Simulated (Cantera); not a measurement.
Input (Python, Cantera):

```python
import numpy as np
import cantera as ct

surf = ct.Interface("ptcombust.yaml", "Pt_surf")
gas = surf.adjacent["gas"]
gas.TPX = 300, 3100, {'H2': 0.035, 'O2': 0.11, 'N2': 0.79}
jet = ct.ImpingingJet(gas=gas, width=0.025, surface=surf)
jet.inlet.mdot, jet.inlet.T, jet.inlet.X = 0.078, 300, {'H2': 0.035, 'O2': 0.11, 'N2': 0.79}
jet.set_refine_criteria(ratio=10, slope=0.2, curve=0.3)
show, cover = ['H2', 'O2', 'H2O', 'OH'], ["PT(S)", "H(S)", "O(S)", "OH(S)", "CO(S)", "C(S)"]

rows = []
print(f"{'Ts/K':>7s}" + "".join(f"{s:>11s}" for s in show + cover) + "   (gas at the wall, coverages)")
for i, Ts in enumerate([600, 650, 700, 750, 800, 850]):
    jet.surface.T = Ts
    if i == 0:
        surf.TP = Ts, 3100
        surf.coverages = "PT(S):0.5, O(S):0.5"
        surf.advance_coverages(1.0)
        jet.set_initial_guess(products="inlet")
    jet.solve(loglevel=0, auto=(i == 0))
    rows.append([*(jet.X[gas.species_index(s), -1] for s in show), *surf[cover].coverages])
    print(f"{Ts:7g}" + "".join(f"{x:11.3e}" for x in rows[-1]))
```

Result:

```
   Ts/K         H2         O2        H2O         OH      PT(S)       H(S)       O(S)      OH(S)      CO(S)       C(S)   (gas at the wall, coverages)
    600  6.690e-03  8.473e-02  5.972e-02  1.532e-12  1.296e-01  3.691e-09  8.641e-01  6.343e-03 -2.511e-21 -5.423e-25
    650  6.680e-03  8.482e-02  5.937e-02  1.977e-11  1.358e-01  5.848e-09  8.599e-01  4.240e-03  2.281e-15  2.362e-26
    700  6.629e-03  8.485e-02  5.913e-02  1.751e-10  1.430e-01  9.704e-09  8.540e-01  2.996e-03  4.237e-15  5.920e-26
    750  6.379e-03  8.466e-02  5.929e-02  1.141e-09  1.559e-01  1.688e-08  8.419e-01  2.258e-03  2.958e-17  1.536e-24
    800  5.728e-03  8.405e-02  6.024e-02  5.609e-09  1.839e-01  3.238e-08  8.142e-01  1.827e-03  4.910e-18  8.122e-25
    850  4.854e-03  8.320e-02  6.162e-02  2.187e-08  2.308e-01  6.694e-08  7.676e-01  1.558e-03  1.036e-16  3.779e-24
```

Model: Deutschmann's 1995 Pt surface mechanism with GRI-Mech 3.0 gas chemistry, integrated in Cantera. Catalytic surfaces can have several steady states; this one follows from the mechanism file's or the stated starting coverage.
